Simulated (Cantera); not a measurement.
Cantera with NASA thermochemical tables; ideal gases at 1 bar, condensed phases pure. Values are per mole of reaction as written; species without (g) are pure solids or liquids, kept so even where they would boil at 1 bar.

Cu2O + NO(g) ⇌ NO2(g) + 2 Cu

```tsv
T (K)	ΔH° (kJ)	ΔS° (J/K)	ΔG° (kJ)	log10 K
800	___	___	___	___
900	110.3	-3.0	113.0	-6.56
1000	___	___	___	___
1100	___	___	___	___
1200	___	___	___	___
```

**Question.** What belongs in the gaps?

**Answer.** 
- 800, ΔH° (kJ): 110.8
- 800, ΔS° (J/K): -2.4
- 800, ΔG° (kJ): 112.7
- 800, log10 K: -7.36
- 1000, ΔH° (kJ): 109.8
- 1000, ΔS° (J/K): -3.6
- 1000, ΔG° (kJ): 113.3
- 1000, log10 K: -5.92
- 1100, ΔH° (kJ): 109.3
- 1100, ΔS° (J/K): -4.0
- 1100, ΔG° (kJ): 113.7
- 1100, log10 K: -5.40
- 1200, ΔH° (kJ): 108.8
- 1200, ΔS° (J/K): -4.5
- 1200, ΔG° (kJ): 114.1
- 1200, log10 K: -4.97
